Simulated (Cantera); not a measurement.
A closed system holds: 1 mol PbO, 1100 mol H2, equilibrated at 28000 Pa.

Equilibrium computed with Cantera from the NASA thermochemical tables; the gas is ideal and each condensed phase is pure. Candidate condensed phases: H2O, Pb, PbO, PbO2, Pb3O4; 12 gas species. Kinetics and transport are ignored.

log p: log10 of the partial pressure in bar; n: condensed amount in mol.

```csv
T (K),log p H2,log p H2O,log p Pb,log p H,n Pb(l)
800,-0.55,-3.59,-7.21,?,1.000
900,-0.55,-3.59,-5.86,?,0.995
1000,-0.55,-3.59,-4.79,?,0.936
1100,-0.55,-3.59,-3.92,?,0.524
1200,-0.55,-3.59,-3.59,?,0
1300,-0.55,-3.59,-3.59,?,0
1400,-0.55,-3.59,-3.59,?,0
1500,-0.55,-3.59,-3.59,?,0
1600,-0.55,-3.59,-3.59,?,0
1700,-0.55,-3.59,-3.59,?,0
```

**Question.** What belongs in the gaps?

**Answer.** 
- 800, log p H: -11.81
- 900, log p H: -10.21
- 1000, log p H: -8.92
- 1100, log p H: -7.86
- 1200, log p H: -6.98
- 1300, log p H: -6.23
- 1400, log p H: -5.59
- 1500, log p H: -5.03
- 1600, log p H: -4.54
- 1700, log p H: -4.11
